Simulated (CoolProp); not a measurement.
Vapour-liquid equilibrium of isopentane (1) + toluene (2) at 103.55 °C; x and y are mole fractions of (1).

Computed with CoolProp (multi-fluid Helmholtz-energy mixture model, Lemmon 2006 and Lemmon 2006; pair parameters Bell 2016).

Question: Give the bubble pressure and the first vapour's composition at x = 0.15, 0.25, 0.75. Is there an azeotrope?

Answer: x = 0.15: 2.078 bar, y = 0.644; x = 0.25: 2.897 bar, y = 0.766; x = 0.75: 6.179 bar, y = 0.946. No azeotrope shows between x = 0.05 and 0.95.

Pair parameters are fitted to limited data, so mixtures are less certain than the pure fluids.
